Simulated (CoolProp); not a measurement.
The fluid at 331.34 K and 0.0041 MPa is throttled through a valve to 0.000572 MPa with no heat exchange. The same conditions are run with several fluids, on thermodynamics alone (safety and materials aside).

Model: reference Helmholtz-energy equation of state of each fluid (benzene: Thol 2012; R1233zd(E): Akasaka 2022; hydrogen sulfide: Lemmon 2006; n-perfluoropentane: Gao 2022; R115: Lemmon 2016), in CoolProp.

| fluid | temperature change (K) | final density (kg/m³) |
|---|---|---|
| benzene | -0.1 | 0.0162 |
| R1233zd(E) | -0.1 | 0.0271 |
| hydrogen sulfide | -0.0 | 0.00708 |
| n-perfluoropentane | -0.1 | 0.0598 |
| R115 | -0.0 | 0.0321 |
